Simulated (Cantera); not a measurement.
Cantera run:

```python
import numpy as np
import cantera as ct

gas_names = """
    O2 CL2
""".split()
cond_names = """
    Sr(L) SrCL2(L) SrO(s)
""".split()


# ... load() reads the species with a 1 bar reference pressure and builds the phases ...
species = {s.name: s for s in load("nasa_gas.yaml", gas_names) + load("nasa_condensed.yaml", cond_names)}
T = 1400
g = {n: (s.thermo.h(T) - T * s.thermo.s(T)) / (ct.gas_constant * T * np.log(10)) for n, s in species.items()}
valid = cond_names  # the entries whose range holds T


def stable(la, lb):
    # potentials (over RT ln 10) of the two non-metals from log10 p(O2) and log10 p(CL2) in bar
    mu = {}
    mu["O"] = (g["O2"] + la) / 2
    mu["Cl"] = (g["CL2"] + lb) / 2
    cost = {}
    for n in valid:
        c = species[n].composition
        cost[n] = (g[n] - sum(c.get(e, 0) * m for e, m in mu.items())) / c["Sr"]
    return min(cost, key=cost.get)


results = []
for lb in [0, -2.1, -4.1, -6.2, -8.3, -10.4, -12.4, -14.5, -16.6, -18.6, -20.7, -22.8, -24.9, -26.9, -29]:
    row = [stable(la, lb) for la in [-23, -22, -21, -20, -19, -18, -17, -16, -15, -14, -13, -12, -11, -10, -9, -8, -7, -6, -5, -4, -3, -2, -1, 0]]
    results.append(row)
    print(f"{lb:6.1f}  " + " ".join(f"{valid.index(n):x}" for n in row))
print("key: " + ", ".join(f"{i:x} {n}" for i, n in enumerate(valid)))
```

Output:

```
   0.0  1 1 1 1 1 1 1 1 1 1 1 1 1 1 1 1 1 1 1 1 1 1 1 1
  -2.1  1 1 1 1 1 1 1 1 1 1 1 1 1 1 1 1 1 1 1 1 1 1 1 1
  -4.1  1 1 1 1 1 1 1 1 1 1 1 1 1 1 1 1 1 1 1 1 1 1 1 1
  -6.2  1 1 1 1 1 1 1 1 1 1 1 1 1 1 1 1 1 1 1 1 1 1 1 1
  -8.3  1 1 1 1 1 1 1 1 1 1 1 1 1 1 1 1 1 1 1 1 2 2 2 2
 -10.4  1 1 1 1 1 1 1 1 1 1 1 1 1 1 1 1 2 2 2 2 2 2 2 2
 -12.4  1 1 1 1 1 1 1 1 1 1 1 1 2 2 2 2 2 2 2 2 2 2 2 2
 -14.5  1 1 1 1 1 1 1 2 2 2 2 2 2 2 2 2 2 2 2 2 2 2 2 2
 -16.6  1 1 1 2 2 2 2 2 2 2 2 2 2 2 2 2 2 2 2 2 2 2 2 2
 -18.6  2 2 2 2 2 2 2 2 2 2 2 2 2 2 2 2 2 2 2 2 2 2 2 2
 -20.7  2 2 2 2 2 2 2 2 2 2 2 2 2 2 2 2 2 2 2 2 2 2 2 2
 -22.8  2 2 2 2 2 2 2 2 2 2 2 2 2 2 2 2 2 2 2 2 2 2 2 2
 -24.9  2 2 2 2 2 2 2 2 2 2 2 2 2 2 2 2 2 2 2 2 2 2 2 2
 -26.9  2 2 2 2 2 2 2 2 2 2 2 2 2 2 2 2 2 2 2 2 2 2 2 2
 -29.0  2 2 2 2 2 2 2 2 2 2 2 2 2 2 2 2 2 2 2 2 2 2 2 2
key: 0 Sr(L), 1 SrCL2(L), 2 SrO(s)
```

Standard-state values (1 bar) from the NASA 1993 polynomials, evaluated with Cantera. Not in the tables: the peroxide, oxide halides.
